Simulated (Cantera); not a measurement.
Charge: 1 mol CCl4, 0.4 mol Si, at 1200 K and 0.100 bar.

These are equilibrium values from Cantera (NASA tables, ideal gas, pure condensed phases), not measurements of a reactor. Candidate condensed phases: C, Si, SiC; 24 gas species. The numbers say what is thermodynamically allowed, not how fast it happens.

Base state: Cl2 0.739, SiCl4 0.248, Cl 0.0128, CCl4 6.32e-5 (mole fractions); condensed: C(graphite).

Q: What changes in the equilibrium state with this change: Si from 0.4 to 1.1 mol?

A: 
| species | before | after |
|---|---|---|
| SiCl4 | 0.248 | 0.981 |
| SiCl3 | 1.33e-7 | 0.0162 |
| SiCl2 | <1e-9 | 0.00235 |
| Cl2 | 0.739 | <1e-9 |
| Cl | 0.0128 | 4.15e-7 |
| CCl4 | 6.32e-5 | <1e-9 |
| C(graphite), mol | 1.000 | 0.905 |
| SiC(s), mol | 0 | 0.0948 |
The tables' values for SiCl3 are old estimates; treat these amounts as uncertain.
